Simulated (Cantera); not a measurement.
## Adiabatic ignition

An adiabatic, constant-volume homogeneous reactor starts with 3.77 % CH4, 0.829 % C2H6, 20.1 % O2, 75.3 % N2, at 1200 K and 5.00 bar.

Detailed kinetics in Cantera: GRI-Mech 3.0 (53 species, 325 reactions).

```csv
t (s),T (K),P (bar),x CH4,x C2H6,x O2,x C2H4,x OH
9.00e-6,1200,5.00,0.0377,0.00829,0.201,1.09e-8,1.96e-10
2.86e-5,1200,5.00,0.0377,0.00829,0.201,1.12e-7,6.18e-10
9.09e-5,1200,5.00,0.0377,0.00828,0.201,1.07e-6,2.26e-9
0.000289,1200,5.00,0.0377,0.00827,0.201,1.21e-5,1.60e-8
0.000917,1214,5.06,0.0363,0.00714,0.199,0.00116,1.98e-6
0.00292,2504,10.5,<1e-12,<1e-12,0.0919,<1e-12,0.00648
0.00926,2488,10.4,<1e-12,<1e-12,0.0884,<1e-12,0.00612
0.0294,2485,10.4,<1e-12,<1e-12,0.0877,<1e-12,0.00605
0.0935,2485,10.4,<1e-12,<1e-12,0.0877,<1e-12,0.00605
0.297,2485,10.4,<1e-12,<1e-12,0.0877,<1e-12,0.00605
0.944,2485,10.4,<1e-12,<1e-12,0.0877,<1e-12,0.00605
3.00,2485,10.4,<1e-12,<1e-12,0.0877,<1e-12,0.00605
```
x: mole fraction; the columns are a selection and need not sum to one.

```json
{
  "time_of_steepest_temperature_rise": "1.16 ms",
  "temperature at 3.00 s": "2485 K",
  "equilibrium_temperature": "2485 K",
  "x(CH4) at 3.00 s": "<1e-12 (gas-phase equilibrium <1e-12)",
  "x(C2H6) at 3.00 s": "<1e-12 (gas-phase equilibrium <1e-12)",
  "x(O2) at 3.00 s": "0.0877 (gas-phase equilibrium 0.0877)"
}
```
